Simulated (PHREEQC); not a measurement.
Make-up at 25 °C and 300 atm: 0.013 mol/kgw HF, 0.00018 mol/kgw (CH3)4NF and 2.6e-05 mol/kgw H4SiO4. Closed to the air; pH follows from the charge balance.

The numbers come from PHREEQC with the ion-association model, phreeqc.dat.

Problem. The ionic strength comes out as 0.00315 mol/kgw. What activity coefficients do HF2-, F-, SiF6-2, H+ get?

Solution. HF2- 0.94, F- 0.94, SiF6-2 0.79, H+ 0.95.

Precipitation was switched off in this run. Under pressure, the constants of complexes without a molar volume in the database are unreliable. (CH3)4N+ isn't in the database: it is added as a free cation with an ion size of 4 Å. SiF6-2 is the database's only silicon fluoride.
